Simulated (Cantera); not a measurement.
An isothermal, constant-pressure homogeneous reactor starts with 43.1 % NO, 56.9 % N2, at 1900 K and 0.132 atm.

Model: GRI-Mech 3.0 (53 species, 325 reactions), integrated in Cantera.

x: mole fraction; the columns are a selection and need not sum to one.

| t (s) | x NO | x N2O | x NO2 | x O2 | x N2 | x O |
|---|---|---|---|---|---|---|
| 2.00e-6 | 0.431 | 2.68e-8 | 2.08e-11 | 1.40e-12 | 0.569 | 2.68e-8 |
| 1.18e-5 | 0.431 | 1.58e-7 | 7.17e-10 | 4.86e-11 | 0.569 | 1.57e-7 |
| 6.93e-5 | 0.431 | 9.23e-7 | [?] | 1.66e-9 | 0.569 | 9.10e-7 |
| 0.000408 | 0.431 | 5.29e-6 | [?] | 5.59e-8 | 0.569 | 4.93e-6 |
| 0.00240 | 0.431 | 2.66e-5 | [?] | 2.37e-6 | 0.569 | 2.40e-5 |
| 0.0141 | 0.431 | 7.13e-5 | [?] | 0.000128 | 0.569 | 7.09e-5 |
| 0.0833 | 0.428 | 7.66e-5 | [?] | 0.00129 | 0.570 | 7.95e-5 |
| 0.490 | 0.414 | 7.04e-5 | [?] | 0.00826 | 0.577 | 0.000106 |
| 2.89 | 0.335 | 4.34e-5 | [?] | 0.0479 | 0.617 | 0.000194 |
| 17.0 | 0.0960 | 3.35e-6 | [?] | 0.167 | 0.736 | 0.000339 |
| 100 | 0.00704 | 1.24e-7 | [?] | 0.212 | 0.781 | 0.000378 |

### Question
Fill in the missing entries.

### Answer

- 6.93e-5, x NO2: 2.41e-8
- 0.000408, x NO2: 7.12e-7
- 0.00240, x NO2: 1.21e-5
- 0.0141, x NO2: 4.74e-5
- 0.0833, x NO2: 5.40e-5
- 0.490, x NO2: 7.45e-5
- 2.89, x NO2: 0.000122
- 17.0, x NO2: 6.42e-5
- 100, x NO2: 5.31e-6
